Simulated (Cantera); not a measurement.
Charge: 1 mol Si3N4, 0.061 mol N2O, 1.3 mol H2, equilibrated at 1127 °C and 1.80 Pa.

These are equilibrium values from Cantera (NASA tables, ideal gas, pure condensed phases), not measurements of a reactor. Candidate condensed phases: H2O, Si, SiO2, Si2N2O, Si3N4; 35 gas species. Mutual solubility and eutectic melting of coexisting phases are not modelled. Kinetics and transport are ignored.

Base state: H2 0.677, N2 0.319, SiO 0.00354, H 0.000943, Si 4.57e-5 (mole fractions); condensed: Si(s) + Si2N2O(s) + Si3N4(s).

Question: What changes in the equilibrium state with this change: Si3N4 replaced by Si?

Answer: 
```
species           before    after
--------------  --------  -------
H2                 0.677    0.932
SiO              0.00354   0.0336
N2                 0.319   0.0336
H               0.000943  0.00111
Si               4.57e-5  4.57e-5
Si(s), mol         0.792    0.925
Si2N2O(s), mol    0.0542   0.0142
Si3N4(s), mol      0.698        0
```

Question: What changes in the equilibrium state with this change: temperature from 1127 °C to 927 °C?

Answer: 
| species | before | after |
|---|---|---|
| H2 | 0.677 | 0.941 |
| N2 | 0.319 | 0.0589 |
| H | 0.000943 | 4.51e-5 |
| SiO | 0.00354 | 1.51e-6 |
| Si | 4.57e-5 | 6.92e-9 |
| Si(s), mol | 0.792 | 0 |
| Si2N2O(s), mol | 0.0542 | 0.0610 |
| Si3N4(s), mol | 0.698 | 0.959 |

Question: What changes in the equilibrium state with this change: pressure from 1.80 Pa to 0.980 bar?

Answer: 
| species | before | after |
|---|---|---|
| H2 | 0.677 | 0.941 |
| N2 | 0.319 | 0.0589 |
| NH3 | <1e-9 | 1.86e-5 |
| SiO | 0.00354 | 3.01e-9 |
| Si | 4.57e-5 | <1e-9 |
| H | 0.000943 | 4.77e-6 |
| Si(s), mol | 0.792 | 0 |
| Si2N2O(s), mol | 0.0542 | 0.0610 |
| Si3N4(s), mol | 0.698 | 0.959 |
